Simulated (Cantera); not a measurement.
**Si + Cl2 + N2 (silicon etching in halogen gases)**

Charge: 1 mol Si, 0.9 mol Cl2, 53 mol N2, equilibrated at 0.100 bar.

Cantera equilibrium calculation (NASA polynomials, part measured and part estimated; ideal gas, pure solids and liquids). Candidate condensed phases: Si, Si3N4; 13 gas species. N2 is the only nitrogen source here; it is nearly inert below about 1500 K, so the nitride shown seldom forms there in practice. The tables' values for SiCl3 are old estimates; treat these amounts as uncertain. Equilibrium is a limit: real reactors are often held back by kinetics, nucleation or transport.

```
T (K)   x N2  x SiCl4   x SiCl2   x SiCl3  n Si3N4(s)
-----  -----  -------  --------  --------  ----------
773    0.992  0.00848  5.67e-12   1.82e-8       0.183
873    0.992  0.00848  8.92e-10   3.59e-7       0.183
973    0.992  0.00847   4.89e-8   3.80e-6       0.183
1073   0.992  0.00846   1.26e-6   2.58e-5       0.183
1173   0.991  0.00837   1.83e-5  0.000125       0.183
1273   0.991  0.00805  0.000170  0.000457       0.180
1373   0.991  0.00697   0.00107   0.00127       0.168
1473   0.989  0.00442   0.00443   0.00239       0.133
```
x: gas mole fraction; n: condensed amount in mol.

From 773 K to 1473 K the condensed part is Si3N4(s). The main Si-bearing gas is SiCl4 at 773 K and SiCl2 at 1473 K.
